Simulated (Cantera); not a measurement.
Input: 1 mol TEOS, 0.41 mol H2O, a varied amount of H2, at 673 K and 0.520 bar.

Equilibrium computed with Cantera from the NASA thermochemical tables; the gas is ideal and each condensed phase is pure. Candidate condensed phases: C, C6H6, C7H8, C8H18, H2O, Si, SiC, SiO2; 123 gas species. The feed counts by its element totals alone. Rates play no part.

Question: At 18 mol H2, list the 5 most abundant gas species with their mole fractions, and the condensed phases.

Answer: H2 0.491, CH4 0.391, H2O 0.117, CO2 0.000253, CO 8.66e-5. Condensed: SiO2(α-quartz).
